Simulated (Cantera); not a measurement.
Charge: 1 mol S, 0.6 mol H2O, equilibrated at 21.0 mbar.

Equilibrium computed with Cantera from the NASA thermochemical tables; the gas is ideal and each condensed phase is pure. Equilibrium is a limit: real reactors are often held back by kinetics, nucleation or transport. All values below are at 2200 K.

```tsv
species	before	after
S2	0.254	0.616
H2	0.276	0.125
SO	0.110	0.0811
H2O	0.166	0.0355
SO2	0.0976	0.0341
S	0.0364	0.0567
H	0.0204	0.0137
SH	0.0283	0.0297
O2	2.23e-5	5.01e-6
OH	0.00171	0.000545
O	8.82e-5	4.18e-5
H2S	0.00727	0.00512
S2O	0.00191	0.00219
```
Gas species are given as mole fractions.

Problem. What was changed between the two runs?
A) H2O from 0.6 to 1.7 mol
B) H2O from 0.6 to 0.13 mol
C) pressure from 21.0 mbar to 1 atm
D) H2O from 0.6 to 0.06 mol

Solution. B, H2O from 0.6 to 0.13 mol
